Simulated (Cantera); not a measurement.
What does this Cantera script print?

```python
import numpy as np
import cantera as ct

gas_names = """
    CL CLF CLF3 CL2 F F2 H HCL HF H2 H2F2 H3F3 H4F4 H5F5 H6F6 H7F7 Si SiCL SiCL2 SiCL3 SiCL4 SiF SiF2
    SiF3 SiF4 SiH SiHCL3 SiHF3 SiH2 SiH2CL2 SiH2F2 SiH3 SiH3CL SiH3F SiH4 Si2 Si3
""".split()
cond_names = """
    Si(cr) Si(L)
""".split()


# ... load() reads the species with a 1 bar reference pressure and builds the phases ...
atoms = {
    'Si': {'Si': 1},
    'HCl': {'H': 1, 'CL': 1},
    'F2': {'F': 2},
}
top_T = {}  # K; cautious upper limits of use, not melting points


# ... equilibrate(T, P, feed) seeds the gas with the atoms and calls Mixture.equilibrate('TP', solver="vcs", rtol=1e-11, max_steps=5000) ...
results = []
feed = {'Si': 1, 'HCl': 16, 'F2': 2.7}  # mol
T = 1323.15  # K
P = 1333.22  # Pa
mix = equilibrate(T, P, feed)
results.append((T, P, feed, dict(zip(mix.species_names, mix.species_moles))))
print(gas.report(threshold=0.001))
for i in range(1, mix.n_phases):
    print(f"{mix.phase(i).name:16s} {mix.phase_moles(i):12.5e} mol")
```

It prints:

```
       temperature   1323.2 K
          pressure   1333.2 Pa
           density   0.0048347 kg/m^3
  mean mol. weight   39.894 kg/kmol
   phase of matter   gas

                          1 kg             1 kmol
                     ---------------   ---------------
          enthalpy       -3.7339e+06       -1.4896e+08  J
   internal energy       -4.0096e+06       -1.5996e+08  J
           entropy              7114        2.8381e+05  J/K
    Gibbs function       -1.3147e+07       -5.2448e+08  J
 heat capacity c_p            927.39             36997  J/K
 heat capacity c_v            718.97             28683  J/K

                      mass frac. Y      mole frac. X     chem. pot. / RT
                     ---------------   ---------------   ---------------
                CL          0.019598          0.022055           -18.906
               CL2          0.049912          0.028085           -37.813
               HCL           0.74549           0.81576           -37.946
                HF          0.039229          0.078226           -55.066
              SiF4           0.14577          0.055873           -195.67
     [  +32 minor]        2.9373e-06         9.536e-07

Si(cr)            0.00000e+00 mol
```

Method: chemical equilibrium by Gibbs-energy minimisation in Cantera with the NASA 1993 tables (ideal gas, pure condensed phases).
